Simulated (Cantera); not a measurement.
Cantera run:

```python
import numpy as np
import cantera as ct

gas_names = """
    F F2 H HF H2 H2F2 H3F3 H4F4 H5F5 H6F6 H7F7 Si SiF SiF2 SiF3 SiF4 SiH SiHF3 SiH2 SiH2F2 SiH3 SiH3F
    SiH4 Si2 Si3
""".split()
cond_names = """
    Si(cr) Si(L)
""".split()


# ... load() reads the species with a 1 bar reference pressure and builds the phases ...
atoms = {
    'Si': {'Si': 1},
    'HF': {'H': 1, 'F': 1},
    'H2': {'H': 2},
    'F2': {'F': 2},
}
top_T = {}  # K; cautious upper limits of use, not melting points


# ... equilibrate(T, P, feed) seeds the gas with the atoms and calls Mixture.equilibrate('TP', solver="vcs", rtol=1e-11, max_steps=5000) ...
results = []
feed = {'Si': 1, 'HF': 5.2, 'H2': 1.6, 'F2': 9}  # mol
P = 12000  # Pa
for T in [598, 673, 748, 823, 898, 973, 1048, 1123, 1198, 1273, 1348, 1423, 1498]:
    mix = equilibrate(T, P, feed)
    results.append((T, P, feed, dict(zip(mix.species_names, mix.species_moles))))

top = {s: max(r[3][s] / sum(r[3][g] for g in gas_names) for r in results) for s in gas_names}
cols = sorted((s for s in top if top[s] > 0.0001), key=lambda s: -top[s])[:8]
seen = [c for c in cond_names if any(r[3].get(c, 0) > 1e-12 for r in results)]
print("log10 of partial pressures in bar; condensed amounts in mol")
print(f"{'T/K':>10s}" + "".join(f"{s[:9]:>10s}" for s in cols + seen))
for T, P, feed, n in results:
    ng = sum(n[g] for g in gas_names)
    print(f"{T:10.4g}" + "".join(f"{np.log10(max(n[s] / ng * P / 1e5, 1e-99)):10.3f}" for s in cols)
          + "".join(f"{n.get(c, 0):10.4g}" for c in seen))
```

Result:

```
log10 of partial pressures in bar; condensed amounts in mol
       T/K        HF         F        F2      SiF4
       598    -1.167    -4.555    -1.359    -2.091
       673    -1.167    -3.765    -1.360    -2.091
       748    -1.168    -3.133    -1.364    -2.092
       823    -1.171    -2.619    -1.375    -2.095
       898    -1.178    -2.198    -1.404    -2.103
       973    -1.193    -1.860    -1.464    -2.117
      1048    -1.215    -1.599    -1.575    -2.139
      1123    -1.243    -1.414    -1.757    -2.167
      1198    -1.268    -1.301    -2.013    -2.192
      1273    -1.285    -1.243    -2.322    -2.209
      1348    -1.294    -1.216    -2.648    -2.218
      1423    -1.298    -1.204    -2.964    -2.222
      1498    -1.300    -1.198    -3.260    -2.224
```

Method: chemical equilibrium by Gibbs-energy minimisation in Cantera with the NASA 1993 tables (ideal gas, pure condensed phases).
